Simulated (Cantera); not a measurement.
A freely propagating, adiabatic, planar premixed flame of 42.1 % H2, 11.1 % O2, 46.8 % N2, unburnt at 600 K and 200000 Pa; unity-Lewis-number transport, grid criteria slope 0.08 and curve 0.16, no radiation.

Cantera simulation using the H2/O2 subset of GRI-Mech 3.0, which has no nitrogen chemistry; the numbers are that mechanism's predictions, not measurements. Unity Lewis numbers drop preferential diffusion, which matters most where H2 and H carry the flame. Burning velocities carry a grid error of a few per cent, more on coarse grids.

x: mole fraction of selected species; z is measured from the peak of heat release.

```csv
z (mm),T (K),u (m/s),x H2,x O2,x H2O,x H,x H2O2,x O
-0.494,600,5.26,0.421,0.111,1.54e-7,<1e-8,<1e-8,<1e-8
-0.329,600,5.26,0.421,0.111,5.04e-6,<1e-8,<1e-8,<1e-8
-0.247,600,5.27,0.421,0.111,…,<1e-8,…,<1e-8
-0.165,602,5.28,0.421,0.111,0.000288,1.96e-8,4.20e-7,9.53e-8
-0.0824,…,5.88,0.414,0.106,…,…,…,…
-0.0412,945,8.11,0.377,0.0877,0.0499,0.00608,8.30e-6,0.000362
0,1337,11.2,0.283,0.0453,0.137,0.0404,2.45e-6,0.00216
0.0412,1588,13.1,0.208,0.0131,0.203,0.0716,1.26e-6,0.00256
0.0824,1713,14.0,0.189,0.00353,0.224,0.0736,8.42e-7,0.00191
0.165,1840,14.9,0.192,0.000832,0.232,0.0605,4.78e-7,0.00129
0.329,1959,15.7,0.201,0.000403,0.237,0.0438,2.44e-7,0.000770
0.659,2060,16.4,0.209,0.000195,0.240,0.0295,1.20e-7,0.000384
1.32,2136,16.8,0.215,8.17e-5,0.244,0.0186,5.71e-8,0.000164
```

Problem. Some entries are withheld; supply them.

Solution. 
- -0.247, x H2O: 2.71e-5
- -0.247, x H2O2: 4.07e-8
- -0.0824, T (K): 673
- -0.0824, x H2O: 0.00916
- -0.0824, x H: 0.000129
- -0.0824, x H2O2: 7.46e-6
- -0.0824, x O: 1.92e-5
